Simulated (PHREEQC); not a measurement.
0.08 g of hydrous ferric oxide (600 m²/g; 0.2 weak and 0.005 strong sites per Fe, Dzombak-Morel constants, diffuse double layer) in 1 kg of water with 0.005 mol/kgw of an inert sodium salt and 4.7e-06 mol Na2SO4, at 25 °C; the pH is set by adding NaOH or the inert anion's acid. Oxygen is held at 0.21 atm. CO2 from the air is kept out. Nothing may precipitate in this run.

Base run: PHREEQC, ion-association model, wateq4f.dat. Each further column changes one thing. The table gives surface charge σ (C/m²).

```csv
pH,base,background salt from 0.005 to 0.0005 mol/kgw,oxide from 0.08 to 0.4 g/kgw,0.00023 mol/kgw NaF added
4,0.173,0.091,0.182,0.085
5.33,0.064,0.025,0.068,0.040
6,0.035,0.013,0.037,0.026
6.67,0.018,0.006,0.018,0.016
8,0.001,0.000,0.001,0.001
9.33,-0.014,-0.005,-0.015,-0.015
10,-0.030,-0.012,-0.031,-0.031
10.67,-0.059,-0.030,-0.059,-0.060
12,-0.215,-0.198,-0.215,-0.216
```
